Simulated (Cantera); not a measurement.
Standard-state values (1 bar) from the NASA 1993 polynomials, evaluated with Cantera. Values are per mole of reaction as written; species without (g) are pure solids or liquids, kept so even where they would boil at 1 bar.

4 NO₂(g) + 3 Nb = 2 N₂O(g) + 3 NbO₂, with ΔH° = -2358.4 kJ and ΔS° = -466.4 J/K at 300 K.

Q: How far is the shortcut ΔG° ≈ ΔH°(300 K) − T·ΔS°(300 K) from the full temperature-dependent value at 598, 798, 998, 1198, 1398, 1598, 1798 K?

A: 
```json
[
 {"T (K)": "598", "shortcut (kJ)": "-2079.5", "full (kJ)": "-2083.7", "difference (kJ)": "4.2", "difference in log10 K": "-0.37"},
 {"T (K)": "798", "shortcut (kJ)": "-1986.2", "full (kJ)": "-1997.4", "difference (kJ)": "11.2", "difference in log10 K": "-0.73"},
 {"T (K)": "998", "shortcut (kJ)": "-1893.0", "full (kJ)": "-1914.1", "difference (kJ)": "21.1", "difference in log10 K": "-1.10"},
 {"T (K)": "1198", "shortcut (kJ)": "-1799.7", "full (kJ)": "-1834.9", "difference (kJ)": "35.2", "difference in log10 K": "-1.53"},
 {"T (K)": "1398", "shortcut (kJ)": "-1706.4", "full (kJ)": "-1759.0", "difference (kJ)": "52.6", "difference in log10 K": "-1.97"},
 {"T (K)": "1598", "shortcut (kJ)": "-1613.1", "full (kJ)": "-1684.8", "difference (kJ)": "71.6", "difference in log10 K": "-2.34"},
 {"T (K)": "1798", "shortcut (kJ)": "-1519.9", "full (kJ)": "-1611.7", "difference (kJ)": "91.9", "difference in log10 K": "-2.67"}
]
```
The shortcut ignores the heat-capacity change of the reaction.
